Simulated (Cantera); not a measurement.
Charge: 1 mol Pb, 7.8 mol NH₃, 1.4 mol H₂, at 1850 K and 13300 Pa.

Method: chemical equilibrium by Gibbs-energy minimisation in Cantera with the NASA 1993 tables (ideal gas, pure condensed phases). Candidate condensed phases: Pb; 11 gas species. Equilibrium is a limit: real reactors are often held back by kinetics, nucleation or transport.

### Question
What is the equilibrium state?

### Answer
- x(H₂) = 0.727
- x(N₂) = 0.217
- x(Pb) = 0.0555
- x(H) = 0.00126
- x(Pb₂) = 2.73e-6
- x(NH₃) = 1.01e-6
- gas amount = 18.01 mol
- log10 activity of Pb(l) (absent) = -1.70
